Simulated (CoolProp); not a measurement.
Vapour-liquid equilibrium of hydrogen sulfide (1) + n-heptane (2) at 327 K; x and y are mole fractions of (1).

Computed with CoolProp (multi-fluid Helmholtz-energy mixture model, Lemmon 2006 and Span 2003; pair parameters Kunz 2012).

| x | bubble pressure, mixture model (MPa) | bubble pressure, Raoult's law (MPa) | y, mixture model | y, Raoult's law |
|---|---|---|---|---|
| 0.05 | 0.2231 | 0.2133 | 0.900 | 0.902 |
| 0.15 | 0.6431 | 0.5958 | 0.965 | 0.969 |
| 0.25 | 1.052 | 0.9783 | 0.978 | 0.983 |
| 0.35 | 1.430 | 1.361 | 0.984 | 0.989 |
| 0.45 | 1.780 | 1.743 | 0.987 | 0.993 |
| 0.55 | 2.114 | 2.126 | 0.989 | 0.995 |
| 0.65 | 2.448 | 2.508 | 0.991 | 0.997 |
| 0.75 | 2.795 | 2.891 | 0.993 | 0.998 |
| 0.85 | 3.167 | 3.273 | 0.995 | 0.999 |
| 0.95 | 3.590 | 3.656 | 0.998 | 1.000 |

The largest gap from Raoult's law is +7.9 % in bubble pressure, at x = 0.15. No azeotrope shows between x = 0.05 and 0.95.

The pair parameters rest on a limited set of measurements; away from them the model extrapolates. The gap from Raoult's law changes sign with composition, which may be real or a fault of the pair parameters; it wasn't checked against measurements.
